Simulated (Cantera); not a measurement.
A Cantera script and what it prints.

```python
import numpy as np
import cantera as ct

gas_names = """
    H HO2 H2 H2O H2O2 O OH O2 O3 Si SiH SiH2 SiH3 SiH4 SiO SiO2 Si2 Si3
""".split()
cond_names = """
    H2O(s) H2O(L) Si(cr) Si(L) SiO2(Lqz) SiO2(hqz) SiO2(L)
""".split()


def load(file, names, dense=False):
    # The tables refer to 1 bar. Condensed volumes are neglected.
    table = {s.name: s for s in ct.Species.list_from_file(file)}
    out = []
    for n in names:
        d = dict(table[n].input_data)
        d["thermo"] = dict(d["thermo"], **{"reference-pressure": 1e5})
        if dense:
            d["equation-of-state"] = {"model": "constant-volume", "density": "1e6 g/cm^3"}
        out.append(ct.Species.from_dict(d))
    return out


gas = ct.Solution(thermo="ideal-gas", species=load("nasa_gas.yaml", gas_names))
cond = {s.name: ct.Solution(thermo="fixed-stoichiometry", species=[s], name=s.name)
        for s in load("nasa_condensed.yaml", cond_names, dense=True)}
atoms = {
    'Si2H6': {'Si': 2, 'H': 6},
    'H2O': {'H': 2, 'O': 1},
    'H2': {'H': 2},
}
top_T = {}  # K; cautious upper limits of use, not melting points


def equilibrate(T, P, feed):
    n = {}
    for name, mol in feed.items():
        for a, k in atoms[name].items():
            n[a] = n.get(a, 0.0) + k * mol
    gas.TPX = T, P, n
    mass = sum(n.values()) * gas.mean_molecular_weight
    gas.equilibrate("TP")
    valid = [c for c in cond.values() if c.min_temp <= T <= top_T.get(c.name, c.max_temp)]
    mix = ct.Mixture([(gas, mass / gas.mean_molecular_weight)] + [(c, 0.0) for c in valid])
    mix.T, mix.P = T, P
    mix.equilibrate("TP", solver="vcs", rtol=1e-11, max_steps=5000)
    return mix


results = []
feed = {'Si2H6': 1, 'H2O': 1.3, 'H2': 45}  # mol
T = 1425  # K
P = 10000  # Pa
mix = equilibrate(T, P, feed)
results.append((T, P, feed, dict(zip(mix.species_names, mix.species_moles))))
print(gas.report(threshold=1e-05))
for i in range(1, mix.n_phases):
    print(f"{mix.phase(i).name:16s} {mix.phase_moles(i):12.5e} mol")
```

Result:

```
       temperature   1425 K
          pressure   10000 Pa
           density   0.0017451 kg/m^3
  mean mol. weight   2.0677 kg/kmol
   phase of matter   gas

                          1 kg             1 kmol
                     ---------------   ---------------
          enthalpy        1.6349e+07        3.3805e+07  J
   internal energy        1.0619e+07        2.1957e+07  J
           entropy             95070        1.9657e+05  J/K
    Gibbs function       -1.1913e+08       -2.4631e+08  J
 heat capacity c_p             15505             32060  J/K
 heat capacity c_v             11484             23745  J/K

                      mass frac. Y      mole frac. X     chem. pot. / RT
                     ---------------   ---------------   ---------------
                 H         1.051e-05        2.1558e-05           -10.379
                H2           0.97379           0.99875           -20.758
               SiO          0.026176         0.0012277           -45.968
     [  +15 minor]        2.2227e-05        2.0911e-06

Si(cr)            1.31970e+00 mol
SiO2(hqz)         6.19664e-01 mol
```

Cantera equilibrium calculation (NASA polynomials, part measured and part estimated; ideal gas, pure solids and liquids). The feed counts by its element totals alone. Mutual solubility and eutectic melting of coexisting phases are not modelled. The tables hold silica as quartz up to 1696 K and as liquid above; real silica turns to tridymite and cristobalite and melts near 1996 K.
